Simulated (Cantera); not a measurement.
A Cantera script and what it prints.

```python
import numpy as np
import cantera as ct

gas_names = """
    H H2 H2S N NH NH2 NH3 N2 N2H2 N2H4 Ni NiS S SH SN S2 S8
""".split()
cond_names = """
    Ni(cr) Ni(L) NiS(b) NiS(a) NiS(L) NiS2(s) NiS2(L) Ni3S2(I) Ni3S2(II) Ni3S2(L) Ni3S4(s) S(cr1) S(cr2)
    S(L)
""".split()


def load(file, names, dense=False):
    # The tables refer to 1 bar. Condensed volumes are neglected.
    table = {s.name: s for s in ct.Species.list_from_file(file)}
    out = []
    for n in names:
        d = dict(table[n].input_data)
        d["thermo"] = dict(d["thermo"], **{"reference-pressure": 1e5})
        if dense:
            d["equation-of-state"] = {"model": "constant-volume", "density": "1e6 g/cm^3"}
        out.append(ct.Species.from_dict(d))
    return out


gas = ct.Solution(thermo="ideal-gas", species=load("nasa_gas.yaml", gas_names))
cond = {s.name: ct.Solution(thermo="fixed-stoichiometry", species=[s], name=s.name)
        for s in load("nasa_condensed.yaml", cond_names, dense=True)}
atoms = {
    'NiS': {'Ni': 1, 'S': 1},
    'H2': {'H': 2},
    'N2': {'N': 2},
}
top_T = {'Ni3S4(s)': 620}  # K; cautious upper limits of use, not melting points


def equilibrate(T, P, feed):
    n = {}
    for name, mol in feed.items():
        for a, k in atoms[name].items():
            n[a] = n.get(a, 0.0) + k * mol
    gas.TPX = T, P, n
    mass = sum(n.values()) * gas.mean_molecular_weight
    gas.equilibrate("TP")
    valid = [c for c in cond.values() if c.min_temp <= T <= top_T.get(c.name, c.max_temp)]
    mix = ct.Mixture([(gas, mass / gas.mean_molecular_weight)] + [(c, 0.0) for c in valid])
    mix.T, mix.P = T, P
    mix.equilibrate("TP", solver="vcs", rtol=1e-11, max_steps=5000)
    return mix


results = []
feed = {'NiS': 1, 'H2': 90, 'N2': 59}  # mol
P = 90  # Pa
for T in [773, 823, 873, 923, 973, 1023, 1073, 1123, 1173, 1223, 1273, 1323, 1373, 1423]:
    mix = equilibrate(T, P, feed)
    results.append((T, P, feed, dict(zip(mix.species_names, mix.species_moles))))

top = {s: max(r[3][s] / sum(r[3][g] for g in gas_names) for r in results) for s in gas_names}
cols = sorted((s for s in top if top[s] > 1e-05), key=lambda s: -top[s])[:8]
seen = [c for c in cond_names if any(r[3].get(c, 0) > 1e-12 for r in results)]
print("log10 of partial pressures in bar; condensed amounts in mol")
print(f"{'T/K':>10s}" + "".join(f"{s[:9]:>10s}" for s in cols + seen))
for T, P, feed, n in results:
    ng = sum(n[g] for g in gas_names)
    print(f"{T:10.4g}" + "".join(f"{np.log10(max(n[s] / ng * P / 1e5, 1e-99)):10.3f}" for s in cols)
          + "".join(f"{n.get(c, 0):10.4g}" for c in seen))
```

Result:

```
log10 of partial pressures in bar; condensed amounts in mol
       T/K        H2        N2       H2S        S2        SH         H         S    Ni(cr)  Ni3S2(I) Ni3S2(II)  Ni3S2(L)
       773    -3.266    -3.448    -5.696   -11.868   -11.800   -13.675   -17.401         0    0.3333         0         0
       823    -3.266    -3.448    -5.696   -11.137   -11.127   -12.768   -16.152         0    0.3333         0         0
       873    -3.266    -3.448    -5.696   -10.488   -10.531   -11.963   -15.044         0         0    0.3333         0
       923    -3.266    -3.448    -5.696    -9.908    -9.999   -11.245   -14.055         0         0    0.3333         0
       973    -3.266    -3.448    -5.696    -9.386    -9.521   -10.599   -13.166         0         0    0.3333         0
      1023    -3.266    -3.448    -5.692    -8.906    -9.085   -10.016   -12.360  0.005329         0    0.3316         0
      1073    -3.267    -3.448    -5.589    -8.271    -8.590    -9.487   -11.528    0.1433         0         0    0.2856
      1123    -3.267    -3.448    -5.515    -7.731    -8.159    -9.004   -10.789    0.2697         0         0    0.2434
      1173    -3.268    -3.448    -5.450    -7.243    -7.768    -8.562   -10.116    0.4132         0         0    0.1956
      1223    -3.268    -3.448    -5.394    -6.800    -7.411    -8.156    -9.500    0.5918         0         0    0.1361
      1273    -3.269    -3.448    -5.344    -6.396    -7.084    -7.781    -8.935    0.8459         0         0   0.05136
      1323    -3.269    -3.448    -5.354    -6.136    -6.839    -7.434    -8.469    0.9998         0         0         0
      1373    -3.268    -3.449    -5.418    -6.003    -6.665    -7.112    -8.091    0.9994         0         0         0
      1423    -3.268    -3.449    -5.491    -5.907    -6.518    -6.812    -7.753     0.998         0         0         0
```

Cantera equilibrium calculation (NASA polynomials, part measured and part estimated; ideal gas, pure solids and liquids). Metal and sulfide melt together well below either melting point, which pure phases cannot show. Mutual solubility and eutectic melting of coexisting phases are not modelled. Gases not in the tables: S3 to S7.
